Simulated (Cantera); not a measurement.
# Premixed flame

A freely propagating, adiabatic, planar premixed flame of CH₃OH : O₂ : N₂ = 1 : 2.7 : 10.3 (molar parts), unburnt at 675 K and 4.30 bar; mixture-averaged transport, grid criteria slope 0.08 and curve 0.16, no radiation.

Model: GRI-Mech 3.0 (53 species, 325 reactions), integrated in Cantera. GRI-Mech 3.0 was tuned for natural gas; its chemistry of methanol as a main component is partial and can be far from experiment. Burning velocities carry a grid error of a few per cent, more on coarse grids.

| z (mm) | T (K) | u (m/s) | x CH₃OH | x O₂ | x CO | x C₂H₆ | x C₂H | x H₂ |
|---|---|---|---|---|---|---|---|---|
| -0.575 | 677 | 0.349 | 0.0713 | 0.193 | 4.21e-5 | <1e-8 | <1e-8 | 0.000709 |
| -0.383 | 688 | 0.355 | 0.0709 | 0.191 | 0.000293 | <1e-8 | <1e-8 | 0.00143 |
| -0.287 | 714 | 0.370 | 0.0696 | 0.189 | 0.000939 | <1e-8 | <1e-8 | 0.00207 |
| -0.192 | 809 | 0.422 | 0.0643 | 0.180 | 0.00338 | <1e-8 | <1e-8 | 0.00300 |
| -0.0958 | 1097 | 0.582 | 0.0438 | 0.154 | 0.0114 | <1e-8 | <1e-8 | 0.00421 |
| -0.0479 | 1362 | 0.731 | 0.0217 | 0.129 | 0.0194 | <1e-8 | <1e-8 | 0.00479 |
| 0 | 1651 | 0.894 | 0.00165 | 0.102 | 0.0248 | <1e-8 | <1e-8 | 0.00390 |
| 0.0479 | 1775 | 0.957 | 1.40e-6 | 0.0898 | 0.0143 | <1e-8 | <1e-8 | 0.00154 |
| 0.0958 | 1836 | 0.986 | <1e-8 | 0.0856 | 0.00729 | <1e-8 | <1e-8 | 0.000876 |
| 0.192 | 1888 | 1.01 | <1e-8 | 0.0832 | 0.00250 | <1e-8 | <1e-8 | 0.000421 |
| 0.383 | 1914 | 1.02 | <1e-8 | 0.0825 | 0.000624 | <1e-8 | <1e-8 | 0.000138 |
| 0.766 | 1922 | 1.03 | <1e-8 | 0.0824 | 0.000146 | <1e-8 | <1e-8 | 4.89e-5 |
| 1.53 | 1923 | 1.03 | <1e-8 | 0.0824 | 8.19e-5 | <1e-8 | <1e-8 | 3.74e-5 |
x: mole fraction of selected species; z is measured from the peak of heat release.

```yaml
laminar_burning_velocity: 34.8 cm/s
thermal_thickness: 0.192 mm
peak x(CO): 0.0251
peak x(C₂H₆): <1e-8
peak x(C₂H): <1e-8
peak x(H₂): 0.00485
```
